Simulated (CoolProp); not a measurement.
The numbers come from the reference Helmholtz-energy equation of state, Setzmann 1991 in CoolProp.

Question: For methane, give the phase and the density (kg/m³), isothermal compressibility (1/MPa), Prandtl number at 153.9 K and 35.4 bar; 153.9 K and 70.8 bar; 153.9 K and 389 bar.

Answer: 
- 153.9 K and 35.4 bar: liquid; density 356, isothermal compressibility 0.00684, Prandtl number 1.75
- 153.9 K and 70.8 bar: liquid; density 364, isothermal compressibility 0.00552, Prandtl number 1.69
- 153.9 K and 389 bar: liquid; density 404, isothermal compressibility 0.00223, Prandtl number 1.61

Viscosity comes from a separate model (Quiñones-Cisneros 2006). Thermal conductivity comes from a separate model (Friend 1989).
